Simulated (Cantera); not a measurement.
Charge: 1 mol N₂O, 0.22 mol H₂O, 7.1 mol N₂, held at 1.30 mbar.

Method: chemical equilibrium by Gibbs-energy minimisation in Cantera with the NASA 1993 tables (ideal gas, pure condensed phases). Candidate condensed phases: H₂O; 47 gas species. Ions and electrons are included (thermal ionisation). Rates play no part.

x: gas mole fraction; nothing condenses.

```tsv
T (°C)	x N₂	x N	x O	x H
2727	0.831	0.000352	0.118	0.0446
3227	0.825	(withheld)	0.123	0.0449
3727	0.790	0.0437	0.122	0.0441
4227	(withheld)	(withheld)	(withheld)	(withheld)
4727	0.340	0.536	0.0913	0.0330
```

Question: What belongs in the gaps?

Answer: 
- 3227, x N: 0.00558
- 4227, x N₂: 0.646
- 4227, x N: 0.201
- 4227, x O: 0.112
- 4227, x H: 0.0406
